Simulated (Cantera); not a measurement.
An isothermal plug-flow reactor at 898 K and 1.00 atm (inlet), inlet velocity 0.66 m/s, active area per volume 220 1/m; feed CO : O2 : N2 = 0.023 : 0.016 : 0.79 (molar parts), equivalence ratio 0.72.

Computed with Cantera and Deutschmann's 1995 Pt surface mechanism with GRI-Mech 3.0 gas chemistry. Catalytic surfaces can have several steady states; this one follows from the mechanism file's or the stated starting coverage. Mass transfer to the wall is taken as infinitely fast.

**Question.** What does this change do: O2 0.016 to 0.0081 parts?

**Answer.** 
```tsv
quantity	before	after
x(CO) at z = 0.011 m	<1e-12	0.00856
x(O2) at z = 0.011 m	0.00550	9.96e-5
x(H2O) at z = 0.011 m	<1e-12	<1e-12
x(CO2) at z = 0.011 m	0.0281	0.0197
θ(free Pt) at the exit	0.224	0.432
```
